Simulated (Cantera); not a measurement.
Cantera run:

```python
import numpy as np
import cantera as ct

gas_names = """
    CL CL2 H HCL H2 Si SiCL SiCL2 SiCL3 SiCL4 SiH SiHCL3 SiH2 SiH2CL2 SiH3 SiH3CL SiH4 Si2 Si3
""".split()
cond_names = """
    Si(cr) Si(L)
""".split()


# ... load() reads the species with a 1 bar reference pressure and builds the phases ...
atoms = {
    'Si': {'Si': 1},
    'HCl': {'H': 1, 'CL': 1},
    'H2': {'H': 2},
}
top_T = {}  # K; cautious upper limits of use, not melting points


# ... equilibrate(T, P, feed) seeds the gas with the atoms and calls Mixture.equilibrate('TP', solver="gibbs", rtol=1e-10, max_steps=50000) ...
results = []
feed = {'Si': 1, 'HCl': 3, 'H2': 14}  # mol
T = 1023  # K
P = 13000  # Pa
mix = equilibrate(T, P, feed)
results.append((T, P, feed, dict(zip(mix.species_names, mix.species_moles))))
x = sorted(zip(gas.X, gas.species_names), reverse=True)
print(f"T = {T:g} K  P = {P:g} Pa  gas = {mix.phase_moles(0):.4g} mol")
print("   x: " + "  ".join(f"{s} {v:.3e}" for v, s in x if v > 1e-05))
print("   condensed (mol): " + ("  ".join(f"{mix.phase(i).name} {mix.phase_moles(i):.4g}"
      for i in range(1, mix.n_phases) if mix.phase_moles(i) > 1e-12) or "none"))
```

Result:

```
T = 1023 K  P = 13000 Pa  gas = 16.27 mol
   x: H2 9.365e-01  SiCL4 3.016e-02  HCL 1.748e-02  SiHCL3 1.367e-02  SiCL3 9.102e-04  SiH2CL2 6.863e-04  SiCL2 5.801e-04
   condensed (mol): Si(cr) 0.2514
```

These are equilibrium values from Cantera (NASA tables, ideal gas, pure condensed phases), not measurements of a reactor. The tables' values for SiCl3 are old estimates; treat these amounts as uncertain.
